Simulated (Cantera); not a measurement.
A Cantera script and what it prints.

```python
import numpy as np
import cantera as ct

gas_names = """
    B BF BF2 BF3 BH BHF2 BH2 BH3 BO BOF BOF2 BO2 B2 B2O B2O2 B2O3 B3O3F3 B3O3H3 F FO FO2 F2 F2O H HBO
    HBO2 HF HOF HO2 H2 H2F2 H2O H2O2 H3B3O6 H3F3 H4F4 H5F5 H6F6 H7F7 O OH O2 O3
""".split()
cond_names = """
    B(b) B(L) B2O3(L) B3O3H3(cr) H2O(s) H2O(L)
""".split()


# ... load() reads the species with a 1 bar reference pressure and builds the phases ...
atoms = {
    'BF3': {'B': 1, 'F': 3},
    'H2O': {'H': 2, 'O': 1},
    'H2': {'H': 2},
}
top_T = {}  # K; cautious upper limits of use, not melting points


# ... equilibrate(T, P, feed) seeds the gas with the atoms and calls Mixture.equilibrate('TP', solver="vcs", rtol=1e-11, max_steps=5000) ...
results = []
T = 2448  # K
P = 10000  # Pa
for m in [0.12, 0.2, 0.34, 0.57, 0.95, 1.6, 2.7, 4.5]:
    feed = {'BF3': 1, 'H2O': m, 'H2': 35}  # mol
    mix = equilibrate(T, P, feed)
    results.append((T, P, feed, dict(zip(mix.species_names, mix.species_moles))))

top = {s: max(r[3][s] / sum(r[3][g] for g in gas_names) for r in results) for s in gas_names}
cols = sorted((s for s in top if top[s] > 0.001), key=lambda s: -top[s])[:5]
seen = [c for c in cond_names if any(r[3].get(c, 0) > 1e-12 for r in results)]
print("log10 of partial pressures in bar; condensed amounts in mol")
print(f"{'n(H2O)':>10s}" + "".join(f"{s[:9]:>10s}" for s in cols + seen))
for T, P, feed, n in results:
    ng = sum(n[g] for g in gas_names)
    print(f"{feed['H2O']:10.4g}" + "".join(f"{np.log10(max(n[s] / ng * P / 1e5, 1e-99)):10.3f}" for s in cols)
          + "".join(f"{n.get(c, 0):10.4g}" for c in seen))
```

It prints:

```
log10 of partial pressures in bar; condensed amounts in mol
    n(H2O)        H2       H2O         H        HF       BOF
      0.12    -1.062    -5.979    -2.232    -2.321    -3.606
       0.2    -1.062    -5.714    -2.232    -2.315    -3.384
      0.34    -1.063    -5.397    -2.232    -2.303    -3.154
      0.57    -1.064    -4.984    -2.233    -2.286    -2.930
      0.95    -1.065    -4.077    -2.234    -2.260    -2.725
       1.6    -1.072    -2.885    -2.237    -2.249    -2.726
       2.7    -1.084    -2.439    -2.243    -2.243    -2.792
       4.5    -1.103    -2.135    -2.252    -2.243    -2.887
```

Method: chemical equilibrium by Gibbs-energy minimisation in Cantera with the NASA 1993 tables (ideal gas, pure condensed phases). The tables' values for BF2, BH2 are old estimates; treat these amounts as uncertain.
